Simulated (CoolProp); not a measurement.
Values from CoolProp's reference Helmholtz-energy equation of state, Lemmon 2022.

Problem. Give the vapour pressure (MPa), vapour density (kg/m³), liquid cp (kJ/(kg K)), surface tension (mN/m) of saturated R1234yf at 16.75, 24.55, 40.15 °C.

Solution. 
| T (°C) | p (MPa) | vapour density (kg/m³) | liquid cp (kJ/(kg K)) | surface tension (mN/m) |
|---|---|---|---|---|
| 16.75 | 0.538 | 29.8 | 1.36 | 7.21 |
| 24.55 | 0.674 | 37.4 | 1.39 | 6.23 |
| 40.15 | 1.02 | 57.9 | 1.48 | 4.39 |

Surface tension comes from a separate correlation (Mulero 2012).
